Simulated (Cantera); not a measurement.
Feed: 1 mol CO, a varied amount of CO2, 3.1 mol H2, 0.042 mol H2O, equilibrated at 1727 °C and 37.0 bar.

These are equilibrium values from Cantera (NASA tables, ideal gas, pure condensed phases), not measurements of a reactor. Candidate condensed phases: C, C6H6, C7H8, C8H18, H2O; 110 gas species. The ideal-gas law is rough above about 30 bar. Equilibrium is a limit: real reactors are often held back by kinetics, nucleation or transport.

Question: At 2.5 mol CO2, list the 4 most abundant gas species with their mole fractions, and the condensed phases.

Answer: CO 0.411, H2O 0.267, H2 0.206, CO2 0.116. Condensed: gas only.
